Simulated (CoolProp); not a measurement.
Vapour-liquid equilibrium of R125 (1) + propane (2) at 166 kPa; x and y are mole fractions of (1).

The numbers come from the multi-fluid Helmholtz-energy mixture model, Lemmon 2005 and Lemmon 2009; pair parameters Bell 2016 in CoolProp.

| x | bubble temperature, mixture model (°C) | bubble temperature, Raoult's law (°C) | y, mixture model | y, Raoult's law |
|---|---|---|---|---|
| 0.05 | -36.1 | -30.7 | 0.236 | 0.067 |
| 0.2 | -42.8 | -32.0 | 0.478 | 0.253 |
| 0.35 | -44.3 | -33.2 | 0.540 | 0.421 |
| 0.5 | -44.6 | -34.3 | 0.564 | 0.574 |
| 0.65 | -44.6 | -35.3 | 0.590 | 0.714 |
| 0.8 | -43.8 | -36.3 | 0.652 | 0.843 |
| 0.95 | -40.3 | -37.2 | 0.849 | 0.962 |

The largest gap from Raoult's law is -11.1 K in bubble temperature, at x = 0.35. y crosses x between x = 0.5 and 0.65: the model has an azeotrope there.

Pair parameters are fitted to limited data, so mixtures are less certain than the pure fluids. With so large a gap from Raoult's law the liquid may split in two, which this calculation doesn't test in full.
